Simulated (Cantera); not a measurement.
A Cantera script and what it prints.

```python
import numpy as np
import cantera as ct

gas_names = """
    Cr CrN CrO CrO2 CrO3 H HNO HNO2 HNO3 HO2 H2 H2O H2O2 N NH NH2 NH3 NH2OH NO NO2 NO3 N2 N2H2 N2H4 N2O
    O OH O2 O3
""".split()
cond_names = """
    Cr(cr) Cr(L) CrN(s) Cr2N(s) Cr2O3(s) Cr2O3(L) H2O(s) H2O(L)
""".split()


# ... load() reads the species with a 1 bar reference pressure and builds the phases ...
atoms = {
    'Cr': {'Cr': 1},
    'H2O': {'H': 2, 'O': 1},
    'N2': {'N': 2},
    'NH3': {'N': 1, 'H': 3},
}
top_T = {'CrN(s)': 1900, 'Cr2N(s)': 1900}  # K; cautious upper limits of use, not melting points


# ... equilibrate(T, P, feed) seeds the gas with the atoms and calls Mixture.equilibrate('TP', solver="vcs", rtol=1e-11, max_steps=5000) ...
results = []
feed = {'Cr': 1, 'H2O': 8.3, 'N2': 1.9, 'NH3': 1.2}  # mol
T = 1523.15  # K
P = 101325  # Pa
mix = equilibrate(T, P, feed)
results.append((T, P, feed, dict(zip(mix.species_names, mix.species_moles))))
x = sorted(zip(gas.X, gas.species_names), reverse=True)
print(f"T = {T:g} K  P = {P:g} Pa  gas = {mix.phase_moles(0):.4g} mol")
print("   x: " + "  ".join(f"{s} {v:.3e}" for v, s in x if v > 0.001))
print("   condensed (mol): " + ("  ".join(f"{mix.phase(i).name} {mix.phase_moles(i):.4g}"
      for i in range(1, mix.n_phases) if mix.phase_moles(i) > 1e-12) or "none"))
```

It prints:

```
T = 1523.15 K  P = 101325 Pa  gas = 12.6 mol
   x: H2O 5.397e-01  H2 2.619e-01  N2 1.984e-01
   condensed (mol): Cr2O3(s) 0.5
```

Cantera equilibrium calculation (NASA polynomials, part measured and part estimated; ideal gas, pure solids and liquids).
